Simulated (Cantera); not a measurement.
**Diamond growth**

A diamond (100) surface in a fixed gas of H2 with x(CH4) = 0.0036, x(CH3) = 0.00027, at 925 K, 105 Torr; coverages are run to steady state.

Detailed kinetics in Cantera: the Harris–Goodwin 1993 mechanism for the reconstructed diamond (100) surface.

```csv
x(H),growth (µm/h),θ c6HH,θ c6H*,θ c6*H,θ c6**,θ c6HM
0.0001,3.44,0.240,0.00398,0.102,0.000863,0.513
0.00022,5.78,0.341,0.00596,0.153,0.00180,0.391
0.0005,8.53,0.456,0.00817,0.210,0.00302,0.254
0.0011,10.8,0.546,0.00993,0.255,0.00405,0.145
0.0025,12.3,0.607,0.0111,0.285,0.00477,0.0728
0.0057,13.1,0.639,0.0118,0.301,0.00517,0.0340
0.013,13.5,0.655,0.0123,0.308,0.00537,0.0154
0.029,13.7,0.662,0.0129,0.311,0.00550,0.00699
0.065,13.8,0.665,0.0139,0.312,0.00565,0.00315
```
θ: site fractions in the mechanism's names (c6HH fully hydrogenated, c6H* and c6*H radical sites, c6** diradical, c6HM methylated).
